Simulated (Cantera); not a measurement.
**Diamond growth**

A diamond (100) surface in a fixed gas of H2 with x(CH4) = 0.011, x(H) = 0.00028, x(CH3) = 2.3e-05, 0.0306 atm; coverages are run to steady state.

Detailed kinetics in Cantera: the Harris–Goodwin 1993 mechanism for the reconstructed diamond (100) surface.

```tsv
T (K)	growth (µm/h)	θ c6HH	θ c6H*	θ c6*H	θ c6**	θ c6HM
900	0.186	0.646	0.00962	0.269	0.00359	0.0577
975	0.189	0.606	0.0152	0.335	0.00620	0.0278
1050	0.0937	0.570	0.0217	0.389	0.00908	0.00679
1125	0.0399	0.538	0.0281	0.421	0.0114	0.00113
1200	0.0274	0.520	0.0338	0.433	0.0126	0.000189
1275	0.0204	0.519	0.0385	0.429	0.0128	3.39e-5
1350	0.00865	0.532	0.0420	0.414	0.0123	6.73e-6
```
θ: site fractions in the mechanism's names (c6HH fully hydrogenated, c6H* and c6*H radical sites, c6** diradical, c6HM methylated).
